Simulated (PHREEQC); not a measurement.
Consider water at 20 °C with 1.3 mmol/kgw Sr(OH)2. Closed to the air; pH follows from the charge balance.

The numbers come from PHREEQC with the ion-association model, phreeqc.dat.

| Property | Value |
|---|---|
| pH | 11.55 |
| ionic strength | 0.00386 mol/kgw |
| specific conductance | 557 µS/cm |
| total alkalinity | 2.60 meq/kg |

| species | molality | activity | log γ |
|---|---|---|---|
| OH- | 0.00258 | 0.00241 | -0.029 |
| Sr+2 | 0.00128 | 0.000987 | -0.113 |
| SrOH+ | 1.90e-5 | 1.78e-5 | -0.029 |

This is a speciation only: nothing precipitates in the calculation. Complexes and solids missing from the database can't appear.
